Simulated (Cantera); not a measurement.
A freely propagating, adiabatic, planar premixed flame of H2 : O2 : N2 = 1 : 0.769 : 2.89 (molar parts), unburnt at 550 K and 7500 Torr; mixture-averaged transport, grid criteria slope 0.08 and curve 0.16, no radiation.

Cantera simulation using the H2/O2 subset of GRI-Mech 3.0, which has no nitrogen chemistry; the numbers are that mechanism's predictions, not measurements. The hydrogen kinetics of GRI-Mech 3.0 are dated; newer H2 mechanisms differ, most at raised pressure. Burning velocities carry a grid error of a few per cent, more on coarse grids. Lean hydrogen flames are cellular in practice and burn faster than this planar one.

**Question.** What does this change do: H2 1 to 1.3 parts?

**Answer.** 
```json
[
 {"quantity": "laminar burning velocity", "before": "145 cm/s", "after": "341 cm/s"},
 {"quantity": "thermal thickness", "before": "0.0338 mm", "after": "0.0260 mm"},
 {"quantity": "peak x(OH)", "before": "0.00709", "after": "0.0139"},
 {"quantity": "peak x(O)", "before": "0.00268", "after": "0.00529"},
 {"quantity": "peak x(H)", "before": "0.00278", "after": "0.0109"}
]
```

**Question.** What does this change do: N2 2.89 to 3.6 parts?

**Answer.** 
| quantity | before | after |
|---|---|---|
| laminar burning velocity | 145 cm/s | 73.9 cm/s |
| thermal thickness | 0.0338 mm | 0.0492 mm |
| peak x(OH) | 0.00709 | 0.00359 |
| peak x(O) | 0.00268 | 0.00121 |
| peak x(H) | 0.00278 | 0.00117 |
